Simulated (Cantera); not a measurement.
Charge: 1 mol Al, 6 mol HCl, held at 1025 °C and 133 Pa.

Equilibrium computed with Cantera from the NASA thermochemical tables; the gas is ideal and each condensed phase is pure. Candidate condensed phases: Al, AlCl3; 12 gas species. The tables' values for AlCl2 are old estimates; treat these amounts as uncertain. The numbers say what is thermodynamically allowed, not how fast it happens.

Base state: HCl 0.546, H2 0.272, AlCl3 0.181, AlCl2 0.000807, AlCl 6.76e-5, Cl 2.60e-5, H 1.53e-5 (mole fractions); condensed: gas only.

Task: What changes in the equilibrium state with this change: temperature from 1025 °C to 327 °C?

Result: 
| species | before | after |
|---|---|---|
| HCl | 0.546 | 0.562 |
| H2 | 0.272 | 0.281 |
| AlCl3 | 0.181 | 0.127 |
| Al2Cl6 | 1.92e-7 | 0.0299 |
| AlCl2 | 0.000807 | <1e-9 |
| AlCl | 6.76e-5 | <1e-9 |
